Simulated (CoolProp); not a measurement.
Vapour-liquid equilibrium of R114 (1) + R113 (2) at 77.05 °C; x and y are mole fractions of (1).

The numbers come from the multi-fluid Helmholtz-energy mixture model, Platzer 1990 and Marx 1992; pair parameters Bell 2016 in CoolProp. This equation is an older, rougher fit; its heat capacities, sound speeds and derivatives of the liquid may be far off and weren't checked against measurements.

```csv
x,"bubble pressure, mixture model (MPa)","bubble pressure, Raoult's law (MPa)","y, mixture model","y, Raoult's law"
0.05,0.2736,0.2761,0.141,0.158
0.125,0.3175,0.3231,0.308,0.337
0.2,0.3621,0.3700,0.437,0.471
0.275,0.4074,0.4170,0.539,0.574
0.35,0.4531,0.4640,0.622,0.657
0.425,0.4992,0.5109,0.691,0.724
0.5,0.5457,0.5579,0.749,0.781
0.575,0.5925,0.6048,0.799,0.828
0.65,0.6397,0.6518,0.843,0.869
0.725,0.6875,0.6988,0.882,0.904
0.8,0.7360,0.7457,0.918,0.934
0.875,0.7855,0.7927,0.950,0.961
0.95,0.8362,0.8396,0.981,0.985
```

The largest gap from Raoult's law is -2.3 % in bubble pressure, at x = 0.35. No azeotrope shows between x = 0.05 and 0.95.

Pair parameters are fitted to limited data, so mixtures are less certain than the pure fluids.
